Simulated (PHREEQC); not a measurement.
Consider water at 20 °C with 0.0016 mol FeSO4, 1.65e-05 mol CaCl2 and 2.3e-05 mol Na2SO4 per kg of water. Closed to the air; pH follows from the charge balance.

Model: ion-association model, phreeqc.dat, run in PHREEQC.

Precipitation was switched off in this run.

### Question
What pH, ionic strength, specific conductance does the model give?

### Answer
pH 6.33; ionic strength 0.00580 mol/kgw; specific conductance 312 µS/cm.

### Question
In which forms is Fe present?

### Answer
Fe+2 89 %, FeSO4 11 % of the Fe.
